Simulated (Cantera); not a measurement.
# BN + H2O (nitride etching)

Feed: 1 mol BN, a varied amount of H2O, at 8400 Pa.

Cantera equilibrium calculation (NASA polynomials, part measured and part estimated; ideal gas, pure solids and liquids). Candidate condensed phases: B, BN, B2O3, B3O3H3, H2O; 39 gas species. Mutual solubility and eutectic melting of coexisting phases are not modelled. Gases not in the tables: H3BO3. Rates play no part.

Stable condensed phases:

```
T in K \ n(H2O) in mol
         0.42 0.61 0.89  1.3  1.9  2.8  4.1    6
   2050     A    A    A    B    B    B    B    B
   1975     A    A    A    B    B    B    B    B
   1900     A    A    A    A    B    B    B    B
   1825     C    C    C    C    D    B    B    B
   1750     C    C    C    C    D    B    B    B
   1675     C    C    C    C    D    D    B    B
   1600     C    C    C    C    D    D    D    B
   1525     C    C    C    C    D    D    D    D
   1450     C    C    C    C    D    D    D    D
```

A: BN; B: gas only; C: BN + B2O3; D: B2O3.
